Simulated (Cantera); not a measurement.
Input: 1 mol BF3, 0.4 mol O2, 3.7 mol N2, held at 1330 Pa.

Method: chemical equilibrium by Gibbs-energy minimisation in Cantera with the NASA 1993 tables (ideal gas, pure condensed phases). Candidate condensed phases: B, BN, B2O3; 31 gas species. Kinetics and transport are ignored.

Question: At 1050 K, list the 4 most abundant gas species with their mole fractions, and the condensed phases.

Answer: N2 0.725, BF3 0.196, O2 0.0784, NO 3.10e-5. Condensed: gas only.
